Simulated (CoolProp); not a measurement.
Vapour-liquid equilibrium of benzene (1) + cyclohexane (2) at 129.95 °C; x and y are mole fractions of (1).

Model: multi-fluid Helmholtz-energy mixture model, Thol 2012 and Zhou 2014; pair parameters Bell 2016, in CoolProp.

| x | bubble pressure, mixture model (MPa) | bubble pressure, Raoult's law (MPa) | y, mixture model | y, Raoult's law |
|---|---|---|---|---|
| 0.05 | 0.3686 | 0.3629 | 0.065 | 0.052 |
| 0.2 | 0.3844 | 0.3654 | 0.235 | 0.207 |
| 0.35 | 0.3950 | 0.3678 | 0.381 | 0.360 |
| 0.5 | 0.4006 | 0.3703 | 0.514 | 0.511 |
| 0.65 | 0.4012 | 0.3727 | 0.642 | 0.660 |
| 0.8 | 0.3964 | 0.3752 | 0.778 | 0.807 |
| 0.95 | 0.3845 | 0.3777 | 0.937 | 0.952 |

The largest gap from Raoult's law is +8.2 % in bubble pressure, at x = 0.5. y crosses x between x = 0.5 and 0.65: the model has an azeotrope there.

The pair parameters rest on a limited set of measurements; away from them the model extrapolates.
